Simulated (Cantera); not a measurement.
A freely propagating, adiabatic, planar premixed flame of 8.02 % CH4, 0.273 % CO, 19.3 % O2, 72.4 % N2, equivalence ratio 0.84, unburnt at 600 K and 7500 Torr; mixture-averaged transport, grid criteria slope 0.08 and curve 0.16, no radiation.

Model: GRI-Mech 3.0 (53 species, 325 reactions), integrated in Cantera. Burning velocities carry a grid error of a few per cent, more on coarse grids.

x: mole fraction of selected species; z is measured from the peak of heat release.

```tsv
z (mm)	T (K)	u (m/s)	x CH4	x CO	x O2	x H2	x C2H6	x HCN
-0.213	601	0.451	0.0801	0.00274	0.192	(withheld)	9.99e-8	<1e-8
-0.142	607	0.457	0.0796	0.00283	0.192	(withheld)	1.18e-6	<1e-8
-0.107	630	0.475	0.0779	0.00319	0.190	(withheld)	7.69e-6	<1e-8
-0.0711	734	0.555	0.0713	0.00510	0.181	(withheld)	5.87e-5	5.90e-8
-0.0355	1143	0.871	0.0467	0.0141	0.144	(withheld)	0.000410	3.69e-7
-0.0178	1523	1.17	0.0239	0.0235	0.106	(withheld)	0.000533	7.69e-7
0	1899	1.45	0.00412	0.0295	0.0641	0.00618	4.89e-5	1.32e-6
0.0178	2067	1.57	0.000121	0.0210	0.0442	(withheld)	4.69e-8	7.73e-7
0.0355	2141	1.62	2.09e-6	0.0130	0.0382	(withheld)	<1e-8	2.04e-7
0.0711	2212	1.67	<1e-8	0.00653	0.0342	(withheld)	<1e-8	1.77e-8
0.142	2258	1.70	<1e-8	0.00305	0.0322	(withheld)	<1e-8	<1e-8
0.284	2275	1.71	<1e-8	0.00170	0.0314	(withheld)	<1e-8	<1e-8
0.569	2278	1.71	<1e-8	0.00148	0.0313	(withheld)	<1e-8	<1e-8
```

Q: Some entries are withheld; supply them.

A: 
- -0.213, x H2: 0.000633
- -0.142, x H2: 0.00142
- -0.107, x H2: 0.00230
- -0.0711, x H2: 0.00373
- -0.0355, x H2: 0.00573
- -0.0178, x H2: 0.00670
- 0.0178, x H2: 0.00380
- 0.0355, x H2: 0.00270
- 0.0711, x H2: 0.00171
- 0.142, x H2: 0.000912
- 0.284, x H2: 0.000577
- 0.569, x H2: 0.000524
